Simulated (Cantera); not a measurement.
A freely propagating, adiabatic, planar premixed flame of H₂ : O₂ : N₂ : H₂O = 1 : 0.556 : 2.09 : 0.24 (molar parts), equivalence ratio 0.90, unburnt at 400 K and 5.00 bar; mixture-averaged transport, grid criteria slope 0.08 and curve 0.16, no radiation.

Computed with Cantera and the H2/O2 subset of GRI-Mech 3.0, which has no nitrogen chemistry. The hydrogen kinetics of GRI-Mech 3.0 are dated; newer H2 mechanisms differ, most at raised pressure. Burning velocities carry a grid error of a few per cent, more on coarse grids.

Question: Predict: laminar burning velocity; thermal thickness; peak x(O); peak x(H); peak x(H₂O₂).

Answer: 
| Quantity | Result |
|---|---|
| laminar burning velocity | 173 cm/s |
| thermal thickness | 0.0577 mm |
| peak x(O) | 0.00365 |
| peak x(H) | 0.00927 |
| peak x(H₂O₂) | 0.000193 |
